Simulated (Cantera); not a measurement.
An adiabatic, constant-volume homogeneous reactor starts with CH3OH : O2 : N2 : H2O = 1 : 1.58 : 5.94 : 0.17 (molar parts), equivalence ratio 0.95, at 1250 K and 88000 Pa. Integrator tolerance rtol = 1e-08.

Model: GRI-Mech 3.0 (53 species, 325 reactions), integrated in Cantera. GRI-Mech 3.0 was tuned for natural gas; its chemistry of methanol as a main component is partial and can be far from experiment.

Q: What does this change do: pressure from 88000 Pa to 100000 Pa?

A: 
```csv
quantity,before,after
time of steepest temperature rise,4.53 ms,4.04 ms
temperature at 9.00 s,2768 K,2778 K
equilibrium temperature,2768 K,2778 K
x(CH3OH) at 9.00 s,<1e-12 (gas-phase equilibrium <1e-12),<1e-12 (gas-phase equilibrium <1e-12)
x(O2) at 9.00 s,0.0244 (gas-phase equilibrium 0.0244),0.0241 (gas-phase equilibrium 0.0241)
x(H2O) at 9.00 s,0.196 (gas-phase equilibrium 0.196),0.197 (gas-phase equilibrium 0.197)
x(CO2) at 9.00 s,0.0660 (gas-phase equilibrium 0.0660),0.0664 (gas-phase equilibrium 0.0664)
x(CH2CO) at 9.00 s,<1e-12 (gas-phase equilibrium <1e-12),<1e-12 (gas-phase equilibrium <1e-12)
```

Q: What does this change do: initial temperature 1250 to 998 K?

A: 
```csv
quantity,before,after
time of steepest temperature rise,4.53 ms,0.575 s
temperature at 9.00 s,2768 K,2699 K
equilibrium temperature,2768 K,2699 K
x(CH3OH) at 9.00 s,<1e-12 (gas-phase equilibrium <1e-12),<1e-12 (gas-phase equilibrium <1e-12)
x(O2) at 9.00 s,0.0244 (gas-phase equilibrium 0.0244),0.0212 (gas-phase equilibrium 0.0212)
x(H2O) at 9.00 s,0.196 (gas-phase equilibrium 0.196),0.206 (gas-phase equilibrium 0.206)
x(CO2) at 9.00 s,0.0660 (gas-phase equilibrium 0.0660),0.0743 (gas-phase equilibrium 0.0743)
x(CH2CO) at 9.00 s,<1e-12 (gas-phase equilibrium <1e-12),<1e-12 (gas-phase equilibrium <1e-12)
```
Below about 1000 K GRI-Mech 3.0 lacks low-temperature oxidation paths.
